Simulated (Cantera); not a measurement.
Counterflow diffusion flame

A counterflow diffusion flame at 750 Torr, nozzles 20 mm apart: fuel side C₃H₈ = 1 (molar parts) at 475 K, oxidiser side O₂ : N₂ = 0.19 : 0.81 (molar parts) at 575 K, fuel mass flux 1.1 times the oxidiser's; mixture-averaged transport, no radiation.

Detailed kinetics in Cantera: GRI-Mech 3.0 (53 species, 325 reactions). GRI-Mech 3.0 was tuned for natural gas; its chemistry of propane as a main component is partial and can be far from experiment. GRI-Mech 3.0 has no aromatics or soot, which form on the fuel side of real flames. The maximum strain rate includes the flame's own expansion and is several times the mean. A flux with no burning solution from the previous one only brackets extinction.

```tsv
oxidiser flux (kg/m²/s)	max strain (1/s)	mean strain (1/s)	T max (K)	peak x OH	peak x H	peak x NO	peak x CO	peak x C₂H₂
0.25	198	33.1	2043	0.00657	0.00398	0.000253	0.0595	0.0394
0.43	326	56.9	2012	0.00653	0.00442	0.000225	0.0595	0.0362
0.73	530	96.6	1982	0.00643	0.00484	0.000192	0.0598	0.0331
1.2	835	159	1948	0.00618	0.00515	0.000154	0.0606	0.0297
2.1	1390	278	1900	0.00564	0.00528	0.000105	0.0625	0.0249
3.6	2290	476	1834	0.00474	0.00496	5.49e-5	0.0660	0.0184
```
x: mole fraction; the columns are a selection and need not sum to one.

At the next flux tried, 6.2 kg/m²/s, no burning solution was found from the previous one.
